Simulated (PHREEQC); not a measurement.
Solution (25 °C): 9.4 mmol/kgw LiOH, 0.24 mmol/kgw Na2SiO3 and 1.3 mmol/kgw K2CO3. Closed to the air; pH follows from the charge balance.

Model: ion-association model, phreeqc.dat, run in PHREEQC.

This is a speciation only: nothing precipitates in the calculation.

Task: Order these Si species by the share of Si that they hold, largest first: H3SiO4-, H4SiO4, H2SiO4-2.

Result: H3SiO4- (92 %), H2SiO4-2 (7.4 %), H4SiO4 (0.65 %)

The pH is 11.93 and the ionic strength 0.0138 mol/kgw. Species that the database lacks are ignored.
